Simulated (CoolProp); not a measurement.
Values from CoolProp's reference Helmholtz-energy equation of state, Zhou 2016.

### Question
Give the vapour pressure (MPa), vapour density (kg/m³), enthalpy of vaporisation (kJ/kg), liquid cp (kJ/(kg K)) of saturated R245ca at 30.55, 61.95 °C.

### Answer
```json
[
 {"T (°C)": "30.55", "p (MPa)": "0.124", "vapour density (kg/m³)": "6.88", "enthalpy of vaporisation (kJ/kg)": "201", "liquid cp (kJ/(kg K))": "1.39"},
 {"T (°C)": "61.95", "p (MPa)": "0.347", "vapour density (kg/m³)": "18.4", "enthalpy of vaporisation (kJ/kg)": "182", "liquid cp (kJ/(kg K))": "1.45"}
]
```
